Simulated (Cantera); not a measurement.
Input (Python, Cantera) and output of one run.

```python
import numpy as np
import cantera as ct

gas_names = """
    HBO2 H N2 H2O NH3 B2O3 O OH
""".split()
cond_names = """
    BN(s)
""".split()


def load(file, names, dense=False):
    # The tables refer to 1 bar. Condensed volumes are neglected.
    table = {s.name: s for s in ct.Species.list_from_file(file)}
    out = []
    for n in names:
        d = dict(table[n].input_data)
        d["thermo"] = dict(d["thermo"], **{"reference-pressure": 1e5})
        if dense:
            d["equation-of-state"] = {"model": "constant-volume", "density": "1e6 g/cm^3"}
        out.append(ct.Species.from_dict(d))
    return out


species = {s.name: s for s in load("nasa_gas.yaml", gas_names) + load("nasa_condensed.yaml", cond_names)}
# Each term lists the table entries of one substance; the one whose range holds T is used.
reactions = {
    '2 HBO2(g) + 6 H(g) + N2(g) = 4 H2O(g) + 2 BN':
        [(-2, ['HBO2']), (-6, ['H']), (-1, ['N2']), (4, ['H2O']), (2, ['BN(s)'])],
    '2 NH3(g) + B2O3(g) + 3 O(g) = 2 BN + 6 OH(g)':
        [(-2, ['NH3']), (-1, ['B2O3']), (-3, ['O']), (2, ['BN(s)']), (6, ['OH'])],
}


def pick(names, T):
    return next(species[n] for n in names if species[n].thermo.min_temp <= T <= species[n].thermo.max_temp)


results = []
for label, terms in reactions.items():
    print(label)
    print("     T/K   dH/kJ  dS/(J/K)   dG/kJ   log10 K")
    for T in [300, 2348, 2423, 2498, 2573, 2648, 2723]:
        used = [(nu, pick(names, T)) for nu, names in terms]
        dH = sum(nu * s.thermo.h(T) for nu, s in used) / 1e6
        dS = sum(nu * s.thermo.s(T) for nu, s in used) / 1e3
        dG = dH - T * dS / 1e3
        logK = -dG * 1e6 / (ct.gas_constant * T * np.log(10))
        results.append((label, T, dH, dS, dG, logK, [s.name for _, s in used]))
        print(f"{T:8g} {dH:8.1f} {dS:8.1f} {dG:8.1f} {logK:8.2f}")
```

Output:

```
2 HBO2(g) + 6 H(g) + N2(g) = 4 H2O(g) + 2 BN
     T/K   dH/kJ  dS/(J/K)   dG/kJ   log10 K
     300  -1655.9   -574.9  -1483.5   258.29
    2348  -1713.4   -654.5   -176.7     3.93
    2423  -1713.6   -654.6   -127.6     2.75
    2498  -1713.8   -654.6    -78.5     1.64
    2573  -1713.8   -654.6    -29.4     0.60
    2648  -1713.8   -654.6     19.7    -0.39
    2723  -1713.8   -654.6     68.8    -1.32
2 NH3(g) + B2O3(g) + 3 O(g) = 2 BN + 6 OH(g)
     T/K   dH/kJ  dS/(J/K)   dG/kJ   log10 K
     300    -85.4    -20.4    -79.3    13.80
    2348    -82.4    -10.3    -58.1     1.29
    2423    -82.8    -10.5    -57.3     1.24
    2498    -83.2    -10.7    -56.6     1.18
    2573    -83.6    -10.8    -55.7     1.13
    2648    -84.1    -11.0    -54.9     1.08
    2723    -84.5    -11.2    -54.1     1.04
```

Source: NASA polynomial tables (part measured, part estimated), evaluated in Cantera. Condensed species are held in their standard states even where they would react or evaporate.
